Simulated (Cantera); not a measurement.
Reactions in the system F-Pb-S

Cantera with NASA thermochemical tables; ideal gases at 1 bar, condensed phases pure. Values are per mole of reaction as written; species without (g) are pure solids or liquids, kept so even where they would boil at 1 bar.

PbS + 3 SF6(g) → PbF2 + 4 SF4(g)

```tsv
T (K)	ΔH° (kJ)	ΔS° (J/K)	ΔG° (kJ)	log10 K
750	46.8	377.8	-236.5	16.47
800	48.8	380.3	-255.5	16.68
850	49.9	381.7	-274.5	16.87
900	50.4	382.2	-293.6	17.04
950	50.5	382.3	-312.7	17.19
```
